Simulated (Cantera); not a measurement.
Feed: 1 mol AlN, 0.058 mol Cl₂, 0.04 mol N₂, at 1150 °C and 1 atm.

Method: chemical equilibrium by Gibbs-energy minimisation in Cantera with the NASA 1993 tables (ideal gas, pure condensed phases). Candidate condensed phases: Al, AlCl₃, AlN; 11 gas species. The tables' values for AlCl₂ are old estimates; treat these amounts as uncertain. The numbers say what is thermodynamically allowed, not how fast it happens.

Base state: N₂ 0.605, AlCl₃ 0.393, AlCl₂ 0.00134, Al₂Cl₆ 0.000284, AlCl 4.84e-5 (mole fractions); condensed: AlN(s).

Question: What changes in the equilibrium state with this change: temperature from 1150 °C to 825 °C?

Answer: 
```json
[
 {"species": "N₂", "before": "0.605", "after": "0.608"},
 {"species": "AlCl₃", "before": "0.393", "after": "0.387"},
 {"species": "Al₂Cl₆", "before": "0.000284", "after": "0.00444"},
 {"species": "AlCl", "before": "4.84e-5", "after": "8.19e-9"},
 {"species": "AlCl₂", "before": "0.00134", "after": "7.09e-6"},
 {"species": "AlN(s), mol", "before": "0.961", "after": "0.961"}
]
```
